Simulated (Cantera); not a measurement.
## Hydrocarbon pyrolysis for carbon deposition

An isothermal, constant-pressure homogeneous reactor starts with CH4 : N2 = 1 : 1.5 (molar parts), at 1673 K and 760 Torr.

Cantera simulation using GRI-Mech 3.0 (53 species, 325 reactions); the numbers are that mechanism's predictions, not measurements. GRI-Mech 3.0 stops at C3 and has no aromatics, soot or wall deposition, so with more carbon than oxygen in the feed, carbon stays in small species such as C2H2 where larger ones or solid carbon would form.

| t (s) | x CH4 | x CH3 | x H2 | x C2H | x HCN | x C2H6 |
|---|---|---|---|---|---|---|
| 0.000800 | 0.385 | 0.00132 | 0.0115 | 8.61e-10 | 9.26e-11 | 0.00165 |
| 0.00140 | 0.367 | 0.00139 | 0.0272 | 3.54e-9 | 3.57e-10 | 0.00189 |
| 0.00245 | 0.339 | 0.00124 | 0.0562 | 1.06e-8 | 1.12e-9 | 0.00149 |
| 0.00428 | 0.300 | 0.00102 | 0.0984 | 2.23e-8 | 2.68e-9 | 0.000961 |
| 0.00748 | 0.255 | 0.000818 | 0.149 | 3.61e-8 | 5.44e-9 | 0.000594 |
| 0.0131 | 0.206 | 0.000641 | 0.204 | 4.99e-8 | 9.98e-9 | 0.000349 |
| 0.0229 | 0.156 | 0.000482 | 0.259 | 6.37e-8 | 1.70e-8 | 0.000189 |
| 0.0400 | 0.109 | 0.000343 | 0.310 | 7.75e-8 | 2.72e-8 | 9.19e-5 |
| 0.0699 | 0.0709 | 0.000230 | 0.351 | 9.05e-8 | 4.11e-8 | 4.03e-5 |
| 0.122 | 0.0437 | 0.000147 | 0.380 | 1.02e-7 | 5.87e-8 | 1.67e-5 |
| 0.214 | 0.0271 | 9.45e-5 | 0.398 | 1.10e-7 | 8.03e-8 | 7.60e-6 |
| 0.374 | 0.0188 | 6.71e-5 | 0.406 | 1.15e-7 | 1.08e-7 | 4.58e-6 |
| 0.654 | 0.0160 | 5.77e-5 | 0.409 | 1.17e-7 | 1.47e-7 | 3.79e-6 |
| 1.14 | 0.0156 | 5.62e-5 | 0.410 | 1.17e-7 | 2.13e-7 | 3.68e-6 |
| 2.00 | 0.0155 | 5.61e-5 | 0.410 | 1.17e-7 | 3.27e-7 | 3.68e-6 |
x: mole fraction; the columns are a selection and need not sum to one.

Equilibrium at this temperature and pressure: CH4 0.0126, CH3 4.51e-5, H2 0.414, C2H 7.39e-8, HCN 0.102, C2H6 2.38e-6 (gas phase only).
